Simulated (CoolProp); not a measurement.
Vapour-liquid equilibrium of R13 (1) + n-butane (2) at 0.229 MPa; x and y are mole fractions of (1).

The numbers come from the multi-fluid Helmholtz-energy mixture model, Platzer 1990 and Bücker 2006; pair parameters Bell 2016 in CoolProp. This equation is an older, rougher fit; its heat capacities, sound speeds and derivatives of the liquid may be far off and weren't checked against measurements.

Give the bubble temperature and the first vapour's composition at x = 0.15, 0.35, 0.65. Is there an azeotrope?

x = 0.15: -31.3 °C, y = 0.890; x = 0.35: -48.7 °C, y = 0.963; x = 0.65: -57.3 °C, y = 0.984. No azeotrope shows between x = 0.05 and 0.95.

The pair parameters rest on a limited set of measurements; away from them the model extrapolates. With so large a gap from Raoult's law the liquid may split in two, which this calculation doesn't test in full.
